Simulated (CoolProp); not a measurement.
Properties of sulfur dioxide at several states.

The numbers come from the reference Helmholtz-energy equation of state, Gao 2016 in CoolProp.

| T (K) | p (bar) | phase | Z | cv (kJ/(kg K)) | Joule-Thomson coefficient (K/MPa) | isothermal compressibility (1/MPa) | expansivity (1/kK) | fugacity coefficient |
|---|---|---|---|---|---|---|---|---|
| 329.9 | 0.459 | gas | 0.9948 | 0.5145 | 27.42 | 21.90 | 3.089 | 0.9948 |
| 203.2 | 0.754 | liquid | 0.001771 | 0.8706 | -0.3064 | 0.0006015 | 1.561 | 0.03524 |
| 337.6 | 4.13 | gas | 0.9554 | 0.5473 | 25.36 | 2.539 | 3.489 | 0.9573 |
